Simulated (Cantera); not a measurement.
A diamond (100) surface in a fixed gas of H2 with x(CH4) = 0.0084, x(H) = 0.0011, x(CH3) = 2.6e-05, 17000 Pa; coverages are run to steady state.

Detailed kinetics in Cantera: the Harris–Goodwin 1993 mechanism for the reconstructed diamond (100) surface.

One state of this run: growth (µm/h) = 0.583; θ c6HH = 0.415; θ c6H* = 0.0492; θ c6*H = 0.504; θ c6** = 0.0313; θ c6HM = 0.000108. θ: site fractions in the mechanism's names (c6HH fully hydrogenated, c6H* and c6*H radical sites, c6** diradical, c6HM methylated).

Q: Which value of T (K) does it belong to?
A. 1275
B. 975
C. 925
D. 1325

A: D, 1325
